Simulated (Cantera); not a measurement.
Input: 1 mol Si3H8, 0.011 mol Cl2, 64 mol N2, equilibrated at 36.0 mbar.

Cantera equilibrium calculation (NASA polynomials, part measured and part estimated; ideal gas, pure solids and liquids). Candidate condensed phases: NH4Cl, Si, Si3N4; 28 gas species. The feed counts by its element totals alone. N2 is the only nitrogen source here; it is nearly inert below about 1500 K, so the nitride shown seldom forms there in practice. The numbers say what is thermodynamically allowed, not how fast it happens. All values below are at 1175 °C.

Base state: N2 0.939, H2 0.0604, HCl 0.000333, H 1.19e-5 (mole fractions); condensed: Si3N4(s).

Task: What changes in the equilibrium state with this change: Cl2 from 0.011 to 0.31 mol?

Result: 
```
species          before    after
-------------  --------  -------
N2                0.939    0.935
H2               0.0604   0.0557
HCl            0.000333  0.00929
SiCl2           3.49e-8  2.95e-5
H               1.19e-5  1.15e-5
Si3N4(s), mol     1.000    0.999
```
